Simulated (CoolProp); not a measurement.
Model: reference Helmholtz-energy equation of state, Jacobsen 1992, in CoolProp.

Task: For R11, give the phase and the Z, cv (kJ/(kg K)), expansivity (1/kK), Prandtl number at 24.15 °C and 1.64 bar.

Result: 
- 24.15 °C and 1.64 bar: liquid; Z 0.00616, cv 0.597, expansivity 1.61, Prandtl number 4.42

Viscosity comes from a separate model (Klein 1997), an estimate that may be off by 10 % or more. Thermal conductivity comes from a separate model (McLinden 2000), an estimate that may be off by 10 % or more.
